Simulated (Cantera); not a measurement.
An adiabatic, constant-pressure homogeneous reactor starts with CH4 : CO : O2 : N2 = 1 : 0.052 : 3.9 : 14.6 (molar parts), at 1225 K and 101000 Pa.

Computed with Cantera and GRI-Mech 3.0 (53 species, 325 reactions).

Problem. Predict: time of steepest temperature rise; temperature at 4.00 s; equilibrium temperature; x(CO) at 4.00 s; x(O2) at 4.00 s.

Solution. 
| Property | Value |
|---|---|
| time of steepest temperature rise | 22.7 ms |
| temperature at 4.00 s | 2254 K |
| equilibrium temperature | 2254 K |
| x(CO) at 4.00 s | 0.00150 (gas-phase equilibrium 0.00150) |
| x(O2) at 4.00 s | 0.0904 (gas-phase equilibrium 0.0904) |
